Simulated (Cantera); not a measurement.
A closed system holds: 1 mol SiH4, a varied amount of O2, 18 mol N2, held at 1048 K and 0.00860 bar.

These are equilibrium values from Cantera (NASA tables, ideal gas, pure condensed phases), not measurements of a reactor. Candidate condensed phases: H2O, Si, SiO2, Si2N2O, Si3N4; 35 gas species. N2 is the only nitrogen source here; it is nearly inert below about 1500 K, so the nitride shown seldom forms there in practice. Mutual solubility and eutectic melting of coexisting phases are not modelled. Kinetics and transport are ignored.

Which condensed phases are stable at each of these points (n(O2) (mol)): 0.11, 0.14, 0.17, 0.21, 0.24, 0.28, 0.31, 0.34, 0.38, 0.41, 0.44?


```json
[
 {"n(O2) (mol)": "0.11", "condensed phases": "Si2N2O(s) + Si3N4(s)", "Si condensed (%)": "100.0"},
 {"n(O2) (mol)": "0.14", "condensed phases": "Si2N2O(s) + Si3N4(s)", "Si condensed (%)": "100.0"},
 {"n(O2) (mol)": "0.17", "condensed phases": "Si2N2O(s) + Si3N4(s)", "Si condensed (%)": "100.0"},
 {"n(O2) (mol)": "0.21", "condensed phases": "Si2N2O(s) + Si3N4(s)", "Si condensed (%)": "100.0"},
 {"n(O2) (mol)": "0.24", "condensed phases": "Si2N2O(s) + Si3N4(s)", "Si condensed (%)": "100.0"},
 {"n(O2) (mol)": "0.28", "condensed phases": "SiO2(β-quartz) + Si2N2O(s)", "Si condensed (%)": "100.0"},
 {"n(O2) (mol)": "0.31", "condensed phases": "SiO2(β-quartz) + Si2N2O(s)", "Si condensed (%)": "100.0"},
 {"n(O2) (mol)": "0.34", "condensed phases": "SiO2(β-quartz) + Si2N2O(s)", "Si condensed (%)": "100.0"},
 {"n(O2) (mol)": "0.38", "condensed phases": "SiO2(β-quartz) + Si2N2O(s)", "Si condensed (%)": "100.0"},
 {"n(O2) (mol)": "0.41", "condensed phases": "SiO2(β-quartz) + Si2N2O(s)", "Si condensed (%)": "100.0"},
 {"n(O2) (mol)": "0.44", "condensed phases": "SiO2(β-quartz) + Si2N2O(s)", "Si condensed (%)": "100.0"}
]
```

From 0.11 mol O2 to 0.24 mol O2 the condensed part is Si2N2O(s) + Si3N4(s). From 0.28 mol O2 to 0.44 mol O2 the condensed part is SiO2(β-quartz) + Si2N2O(s).
